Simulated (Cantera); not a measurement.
A Cantera script and its output.

```python
import numpy as np
import cantera as ct

gas = ct.Solution("h2o2.yaml")
gas.TPX = 1325, 1333, {'H2': 0.23, 'O2': 0.3}
reactor = ct.IdealGasConstPressureReactor(gas, energy="off", clone=False)
net = ct.ReactorNet([reactor])
net.rtol, net.atol = 1e-08, 1e-18
show = ['H2', 'O2', 'O', 'H2O2', 'H', 'HO2']
times = np.geomspace(1e-05, 4, 10)

steps = ct.SolutionArray(gas, extra=["t"])
rows = []
print(f"{'t/s':>10s}{'T/K':>9s}{'P/Pa':>11s}" + "".join(f"{s:>11s}" for s in show))
for t in times:
    while net.time < t:
        t_next = net.step()
        steps.append(gas.state, t=t_next)
    rows.append([np.interp(t, steps.t, y) for y in (steps.T, steps.P, *steps(*show).X.T)])
    print(f"{t:10.3e}{rows[-1][0]:9.1f}{rows[-1][1]:11.4g}" + "".join(f"{x:11.3e}" for x in rows[-1][2:]))
rate = np.gradient(steps.T, steps.t)
print("integrator steps:", len(steps.t))
if steps.T.max() > steps.T[0] + 200:
    print(f"time of steepest temperature rise: {steps.t[rate.argmax()]:.4e} s")
gas.TPX = 1325, 1333, {'H2': 0.23, 'O2': 0.3}
gas.equilibrate("TP")
print(f"equilibrium (TP): T = {gas.T:.1f} K  " + "  ".join(f"{s} {gas[s].X[0]:.3e}" for s in show))
```

It prints:

```
       t/s      T/K       P/Pa         H2         O2          O       H2O2          H        HO2
 1.000e-05   1325.0       1333  4.340e-01  5.660e-01  1.765e-09  9.109e-12  1.827e-08  1.915e-08
 4.192e-05   1325.0       1333  4.340e-01  5.660e-01  2.334e-08  1.590e-10  9.879e-08  8.019e-08
 1.758e-04   1325.0       1333  4.340e-01  5.660e-01  1.194e-06  2.729e-09  4.030e-06  3.383e-07
 7.368e-04   1325.0       1333  6.854e-02  3.842e-01  7.847e-02  4.765e-07  1.811e-01  6.621e-06
 3.089e-03   1325.0       1333  3.635e-02  3.756e-01  8.283e-02  4.603e-07  1.526e-01  7.496e-06
 1.295e-02   1325.0       1333  2.060e-02  4.145e-01  3.718e-02  7.097e-07  4.894e-02  9.894e-06
 5.429e-02   1325.0       1333  1.465e-03  4.428e-01  2.372e-03  3.588e-07  7.969e-04  5.157e-06
 2.276e-01   1325.0       1333  7.178e-05  4.454e-01  1.168e-04  6.675e-08  8.690e-06  5.323e-07
 9.541e-01   1325.0       1333  8.346e-06  4.457e-01  1.374e-05  1.454e-08  3.500e-07  9.295e-08
 4.000e+00   1325.0       1333  1.687e-06  4.457e-01  2.790e-06  4.181e-09  3.210e-08  6.024e-08
integrator steps: 1930
equilibrium (TP): T = 1325.0 K  H2 9.709e-07  O2 4.457e-01  O 1.603e-06  H2O2 2.827e-09  H 1.405e-08  HO2 6.647e-08
```

Cantera simulation using the H2/O2 subset of GRI-Mech 3.0, which has no nitrogen chemistry; the numbers are that mechanism's predictions, not measurements. Radical loss at walls, strong at low pressure, is not modelled. The temperature is held fixed by assumption; the heat of reaction is taken as removed at once.
